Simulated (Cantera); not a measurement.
An adiabatic, constant-pressure homogeneous reactor starts with 18.4 % CH₄, 2.76 % H₂, 15.9 % O₂, 59.8 % N₂, 3.13 % H₂O, equivalence ratio 2.4, at 1675 K and 0.540 bar.

Model: GRI-Mech 3.0 (53 species, 325 reactions), integrated in Cantera.

x: mole fraction; the columns are a selection and need not sum to one.

```csv
t (s),T (K),x CH₄,x H₂,x O₂,x HO₂,x H₂O₂,x C₂H₂
2.00e-6,1675,0.184,0.0276,0.159,1.02e-6,1.74e-8,<1e-12
4.80e-6,1675,0.184,0.0276,0.159,2.34e-6,6.86e-8,<1e-12
1.15e-5,1675,0.184,0.0276,0.159,5.08e-6,2.01e-7,2.36e-12
2.76e-5,1675,0.184,0.0276,0.159,9.45e-6,4.27e-7,1.31e-10
6.62e-5,1674,0.184,0.0276,0.159,1.24e-5,5.86e-7,(withheld)
0.000159,1678,0.181,0.0279,0.158,2.58e-5,1.24e-6,(withheld)
0.000381,1961,0.0838,0.0858,0.0897,0.000162,7.85e-6,(withheld)
0.000913,2472,0.000362,0.220,4.66e-6,3.43e-9,9.46e-10,(withheld)
0.00219,2452,4.85e-8,0.223,7.02e-6,4.80e-9,1.29e-9,(withheld)
0.00525,2439,1.74e-11,0.222,1.02e-5,6.65e-9,1.74e-9,<1e-12
0.0126,2437,1.55e-11,0.222,1.07e-5,6.92e-9,1.80e-9,<1e-12
0.0302,2438,1.52e-11,0.222,1.08e-5,6.96e-9,1.81e-9,<1e-12
0.0725,2438,1.50e-11,0.222,1.08e-5,6.98e-9,1.81e-9,<1e-12
0.174,2438,1.50e-11,0.222,1.08e-5,6.98e-9,1.81e-9,<1e-12
0.417,2438,1.50e-11,0.222,1.08e-5,6.98e-9,1.81e-9,<1e-12
1.00,2438,1.50e-11,0.222,1.08e-5,6.98e-9,1.81e-9,<1e-12
```

**Question.** Complete the blanks.

**Answer.** 
- 6.62e-5, x C₂H₂: 9.36e-9
- 0.000159, x C₂H₂: 1.39e-6
- 0.000381, x C₂H₂: 0.00436
- 0.000913, x C₂H₂: 0.00122
- 0.00219, x C₂H₂: 1.36e-7
